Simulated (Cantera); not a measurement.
Charge: 1 mol Ti(OiPr)4, 4.6 mol O2, at 1200 °C.

Cantera equilibrium calculation (NASA polynomials, part measured and part estimated; ideal gas, pure solids and liquids). Candidate condensed phases: C, C6H6, C7H8, C8H18, H2O, Ti, TiC, TiO, TiO2, Ti2O3, Ti3O5, Ti4O7; 113 gas species. The feed counts by its element totals alone. Mutual solubility and eutectic melting of coexisting phases are not modelled. TiC: taken at fixed stoichiometry. The numbers say what is thermodynamically allowed, not how fast it happens.

Problem. Which condensed phases are stable at each of these points (P (Pa)): 10, 28, 77, 220, 600, 1700, 4600, 13000, 36000, 100000?

Solution. 
```
P (Pa)        condensed phases  Ti condensed (%)
------  ----------------------  ----------------
10           TiC(s) + Ti2O3(s)             100.0
28           TiC(s) + Ti2O3(s)             100.0
77           TiC(s) + Ti2O3(s)             100.0
220          TiC(s) + Ti2O3(s)             100.0
600          TiC(s) + Ti2O3(s)             100.0
1700         TiC(s) + Ti2O3(s)             100.0
4600         TiC(s) + Ti2O3(s)             100.0
13000        TiC(s) + Ti2O3(s)             100.0
36000        TiC(s) + Ti3O5(s)             100.0
100000  C(graphite) + Ti3O5(s)             100.0
```

From 10.0 Pa to 0.130 bar the condensed part is TiC(s) + Ti2O3(s). At 0.360 bar the condensed part is TiC(s) + Ti3O5(s). At 1.00 bar the condensed part is C(graphite) + Ti3O5(s).
